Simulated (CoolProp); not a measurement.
Vapour-liquid equilibrium of CH2F2 (R32) (1) + propylene (2) at 259.7 K; x and y are mole fractions of (1).

Values from CoolProp's multi-fluid Helmholtz-energy mixture model, Tillner-Roth 1997 and Lemmon 2013; pair parameters Bell 2016.

Question: Give the bubble pressure and the first vapour's composition at x = 0.5, 0.65, 0.95. Is there an azeotrope?

Answer: x = 0.5: 6.444 bar, y = 0.579; x = 0.65: 6.499 bar, y = 0.635; x = 0.95: 5.665 bar, y = 0.879. y crosses x between x = 0.5 and 0.65: the model has an azeotrope there.

Pair parameters are fitted to limited data, so mixtures are less certain than the pure fluids.
